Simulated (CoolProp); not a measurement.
The numbers come from the reference Helmholtz-energy equation of state, Wu 2012 in CoolProp.

For fluoroethane (R161), give the phase and the Z, speed of sound (m/s), Joule-Thomson coefficient (K/MPa), isothermal compressibility (1/MPa) at 2.45 °C and 2.37 MPa; 37.75 °C and 2.37 MPa; 125.95 °C and 2.37 MPa.


- 2.45 °C and 2.37 MPa: liquid; Z 0.0655, speed of sound 857, Joule-Thomson coefficient -0.230, isothermal compressibility 0.00269
- 37.75 °C and 2.37 MPa: liquid; Z 0.0641, speed of sound 605, Joule-Thomson coefficient 0.0578, isothermal compressibility 0.00634
- 125.95 °C and 2.37 MPa: gas; Z 0.852, speed of sound 248, Joule-Thomson coefficient 9.38, isothermal compressibility 0.503
